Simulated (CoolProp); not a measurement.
Computed with CoolProp (reference Helmholtz-energy equation of state, Thol 2019).

Problem. For n-hexane, give the phase and the cv (kJ/(kg K)), speed of sound (m/s), Joule-Thomson coefficient (K/MPa), expansivity (1/kK) at 277.1 K and 1660 kPa; 325.3 K and 1660 kPa.

Solution. 
- 277.1 K and 1660 kPa: liquid; cv 1.69, speed of sound 1190, Joule-Thomson coefficient -0.435, expansivity 1.29
- 325.3 K and 1660 kPa: liquid; cv 1.86, speed of sound 971, Joule-Thomson coefficient -0.343, expansivity 1.49
